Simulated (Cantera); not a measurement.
An isothermal, constant-pressure homogeneous reactor starts with 0.985 % CH₄, 0.502 % O₂, 98.5 % N₂, at 1425 K and 5.00 bar.

Model: GRI-Mech 3.0 (53 species, 325 reactions), integrated in Cantera.

### Question
Predict: x(CH₄) at 3.00 s; x(H₂) at 3.00 s; x(H) at 3.00 s.

### Answer
```
Quantity                                           Result
----------------  ---------------------------------------
x(CH₄) at 3.00 s  0.00241 (gas-phase equilibrium 1.20e-7)
x(H₂) at 3.00 s    0.00770 (gas-phase equilibrium 0.0193)
x(H) at 3.00 s    2.44e-7 (gas-phase equilibrium 4.26e-7)
```
